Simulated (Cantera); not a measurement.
## Low-pressure radical oxidation in H2/O2

An isothermal, constant-pressure homogeneous reactor starts with 5.75 % H2, 94.3 % O2, at 1275 K and 20.0 Torr.

Detailed kinetics in Cantera: the H2/O2 subset of GRI-Mech 3.0, which has no nitrogen chemistry. Radical loss at walls, strong at low pressure, is not modelled. The temperature is held fixed by assumption; the heat of reaction is taken as removed at once.

```tsv
t (s)	x H2	x O2	x HO2	x H	x O
0.000200	0.0575	0.943	7.78e-8	2.66e-7	5.34e-7
0.000796	0.0273	0.920	6.05e-6	0.00756	0.0149
0.00317	0.000947	0.904	5.95e-6	0.00672	0.0321
0.0126	0.000480	0.923	4.87e-6	0.00228	0.0155
0.0502	8.53e-5	0.937	2.20e-6	0.000164	0.00267
0.200	7.74e-6	0.940	4.27e-7	4.52e-6	0.000243
0.796	8.12e-7	0.941	6.67e-8	1.56e-7	2.57e-5
3.17	1.23e-7	0.941	2.19e-8	9.33e-9	3.94e-6
12.6	2.96e-8	0.941	2.49e-8	1.11e-9	9.52e-7
50.2	2.08e-8	0.941	2.81e-8	6.56e-10	6.68e-7
200	2.08e-8	0.941	2.82e-8	6.55e-10	6.68e-7
```
x: mole fraction; the columns are a selection and need not sum to one.

Equilibrium at this temperature and pressure: H2 2.08e-8, O2 0.941, HO2 2.82e-8, H 6.55e-10, O 6.68e-7 (gas phase only).
